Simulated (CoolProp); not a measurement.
A single-stage vapour-compression cycle with R507A: evaporating at 216.15 K (dew point), condensing at 278.15 K (bubble point), superheat 2 K, subcooling 2 K, compressor efficiency 0.7, no pressure losses. Each further row changes one setting.

The numbers come from the reference Helmholtz-energy equation of state, Lemmon 2003 in CoolProp. It is a pseudo-pure fit of the blend.

```csv
case,cooling COP,pressure ratio,discharge temperature (K),refrigerating effect (kJ/kg),volumetric capacity (kJ/m³)
as stated,1.80,12.1,315.8,127,430
evaporating temperature 221.15 K,2.06,9.33,311.3,___,563
condensing temperature 273.15 K,___,10.4,___,134,454
subcooling 7 K,1.89,12.1,315.8,134,454
superheat 12 K,1.81,12.1,327.1,135,433
compressor efficiency 0.6,1.54,12.1,327.7,127,430
```

Question: Complete the blanks.

Answer: 
- evaporating temperature 221.15 K, refrigerating effect (kJ/kg): 130
- condensing temperature 273.15 K, cooling COP: 2.03
- condensing temperature 273.15 K, discharge temperature (K): 309.3
